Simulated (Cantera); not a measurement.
# Equilibrium for chlorosilane synthesis and conversion: Si + HCl + H2

Input: 1 mol Si, 0.68 mol HCl, 9 mol H2, equilibrated at 1575 K.

These are equilibrium values from Cantera (NASA tables, ideal gas, pure condensed phases), not measurements of a reactor. Candidate condensed phases: Si; 19 gas species. The tables' values for SiCl3 are old estimates; treat these amounts as uncertain. Gases not in the tables: Si2H6 and higher silanes. The numbers say what is thermodynamically allowed, not how fast it happens.

From 0.100 bar to 30.0 bar the condensed part is Si(s). The main Si-bearing gas is SiCl2 throughout. The share of Si in condensed phases is highest at 0.100 bar (90.7 %) and lowest at 30.0 bar (86.5 %).

| P (Pa) | x H2 | x HCl | x SiCl2 | x SiHCl3 | x SiH2Cl2 | x SiCl3 | x SiCl4 | n Si(s) |
|---|---|---|---|---|---|---|---|---|
| 10000 | 0.940 | 0.0507 | 0.00929 | 4.08e-5 | 1.66e-5 | 0.000242 | 1.65e-5 | 0.907 |
| 26000 | 0.940 | 0.0503 | 0.00913 | 0.000103 | 4.25e-5 | 0.000380 | 4.14e-5 | 0.906 |
| 67000 | 0.941 | 0.0495 | 0.00883 | 0.000254 | 0.000106 | 0.000581 | 0.000100 | 0.904 |
| 170000 | 0.942 | 0.0480 | 0.00830 | 0.000587 | 0.000253 | 0.000843 | 0.000224 | 0.901 |
| 450000 | 0.944 | 0.0453 | 0.00736 | 0.00130 | 0.000596 | 0.00115 | 0.000467 | 0.894 |
| 1200000 | 0.947 | 0.0409 | 0.00598 | 0.00254 | 0.00130 | 0.00137 | 0.000821 | 0.882 |
| 3000000 | 0.951 | 0.0354 | 0.00448 | 0.00412 | 0.00243 | 0.00140 | 0.00115 | 0.865 |
x: gas mole fraction; n: condensed amount in mol.
